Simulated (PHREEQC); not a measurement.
Acid rinse or clean (model solution)

Consider water at 20 °C with 42 mmol/kgw HNO3, 7.9 mmol/kgw ZnSO4 and 0.032 mmol/kgw MnSO4. Closed to the air; pH follows from the charge balance.

Model: ion-association model, wateq4f.dat, run in PHREEQC.

Each row changes one thing in this solution. This is a speciation only: nothing precipitates in the calculation.

```tsv
case	pH	ionic strength (mol/kgw)	HSO4- (mol/kgw)	SO4-2 (mol/kgw)
as made	1.50	0.0617	0.00422	0.00280
MnSO4 left out	1.50	0.0616	0.00420	0.00278
ZnSO4 from 0.0079 to 0.00079 mol/kgw	1.45	0.0442	0.000521	0.000289
diluted 2-fold with water	1.77	0.0318	0.00169	0.00185
temperature from 20 to 15 °C	1.49	0.0620	0.00405	0.00295
ZnSO4 left out	1.44	0.0421	2.08e-5	1.12e-5
0.00053 mol/kgw HBr added	1.49	0.0622	0.00424	0.00278
ZnSO4 from 0.0079 to 0.0158 mol/kgw	1.54	0.0793	0.00722	0.00557
```

Complexes and solids missing from the database can't appear.
